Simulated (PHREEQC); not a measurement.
Solution (10 °C): 19 mmol/kgw HF, 12 mmol/kgw CsF and 87 mmol/kgw H2SO4. Closed to the air; pH follows from the charge balance.

Equilibrium calculation in PHREEQC: ion-association model, wateq4f.dat.

```csv
quantity,before,after
pH,1.09,1.19
ionic strength (mol/kgw),0.135,0.0979
HSO4- (mol/kgw),0.0630,0.0816
HF (mol/kgw),0.0249,0.0305
SO4-2 (mol/kgw),0.0240,0.00539
H2F2 (mol/kgw),0.00282,0.000184
```

**Question.** What was changed between the two runs?
A. 0.071 mol/kgw KOH added
B. diluted 10-fold with water
C. HF from 0.019 to 0.095 mol/kgw
D. temperature from 10 to 90 °C
E. diluted 100-fold with water

**Answer.** D, temperature from 10 to 90 °C

Precipitation was switched off in this run. wateq4f.dat counts part of the HF as a dimer, H2F2, which phreeqc.dat doesn't know; its constant is uncertain. At this temperature some constants are extrapolated from 25 °C, and those without enthalpy data are left unchanged.
